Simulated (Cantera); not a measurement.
## CH2F2 + F2 (fluorocarbon and chlorocarbon gases)

Charge: 1 mol CH2F2, 0.21 mol F2, equilibrated at 6.30 Torr.

Method: chemical equilibrium by Gibbs-energy minimisation in Cantera with the NASA 1993 tables (ideal gas, pure condensed phases). Candidate condensed phases: C, C6H6, C7H8, C8H18; 95 gas species. Condensed phases not in the tables: fluorocarbon polymer. Gases not in the tables: C2F6 and larger saturated fluorocarbons. Kinetics and transport are ignored.

```csv
T (K),log p HF,log p F,log p H,log p C3,log p CF4,log p CF2,log p C,log p CF,log p C2,n C(graphite)
700,-2.10,<-14,<-14,<-14,-3.38,<-14,<-14,<-14,<-14,0.895
900,-2.10,-13.89,<-14,<-14,-3.38,-12.60,<-14,<-14,<-14,0.895
1100,-2.10,-10.55,-12.99,<-14,-3.38,-9.61,<-14,<-14,<-14,0.895
1300,-2.10,-8.24,-11.05,<-14,-3.38,-7.56,<-14,-12.93,<-14,0.895
1500,-2.10,-6.55,-9.62,<-14,-3.38,-6.06,<-14,-10.33,<-14,0.895
1700,-2.10,-5.25,-8.52,<-14,-3.39,-4.92,-13.82,-8.35,<-14,0.894
1900,-2.10,-4.25,-7.63,-11.68,-3.45,-4.06,-11.50,-6.81,-12.76,0.887
2100,-2.12,-3.50,-6.85,-9.54,-3.80,-3.51,-9.63,-5.63,-10.61,0.874
2300,-2.14,-3.10,-5.99,-7.78,-4.93,-3.48,-8.08,-4.88,-8.83,0.902
2500,-2.15,-2.94,-5.09,-6.30,-6.60,-3.82,-6.78,-4.43,-7.34,0.946
2700,-2.16,-2.88,-4.25,-5.06,-8.31,-4.26,-5.67,-4.12,-6.07,0.953
2900,-2.20,-2.82,-3.55,-3.99,-9.79,-4.64,-4.72,-3.85,-4.99,0.841
3100,-2.34,-2.75,-3.07,-3.15,-11.00,-4.95,-3.93,-3.63,-4.11,0
3300,-2.52,-2.61,-2.78,-3.29,-12.04,-5.36,-3.52,-3.65,-3.91,0
```
log p: log10 of the partial pressure in bar; n: condensed amount in mol.

From 700 K to 2900 K the condensed part is C(graphite). From 3100 K to 3300 K nothing is condensed. The main C-bearing gas is CF4 at 700 K and C3 at 3300 K.
